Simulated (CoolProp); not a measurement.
c-C4F8 (RC318) along the isobar 3510 kPa: density (kg/m³) from the reference equation and from simpler models built on Tc = 115.2 °C, pc = 2778 kPa, ω = 0.355; each cubic takes its own stable root.

Model: reference Helmholtz-energy equation of state, Platzer 1990, in CoolProp. This equation is an older, rougher fit; its heat capacities, sound speeds and derivatives of the liquid may be far off and weren't checked against measurements.

| T (°C) | phase | reference |
|---|---|---|
| 40.85 | liquid | 1458 |
| 67.45 | liquid | 1340 |
| 94.05 | liquid | 1187 |
| 120.55 | supercritical | 888.0 |
| 147.15 | supercritical | 347.0 |
| 173.75 | supercritical | 265.9 |
| 200.25 | supercritical | 227.2 |
| 226.85 | supercritical | 202.0 |

Problem. How far does each simpler model (Redlich-Kwong, Soave-Redlich-Kwong, Peng-Robinson) lie from the reference over these 8 states: mean and median of the absolute difference, and the worst?

Solution. 
- Redlich-Kwong: mean 9.7 %, median 9.3 %, worst -14.7 % at 94.05 °C and 3510 kPa
- Soave-Redlich-Kwong: mean 6.3 %, median 4.4 %, worst -17.0 % at 120.55 °C and 3510 kPa
- Peng-Robinson: mean 3.5 %, median 2.5 %, worst -9.1 % at 120.55 °C and 3510 kPa
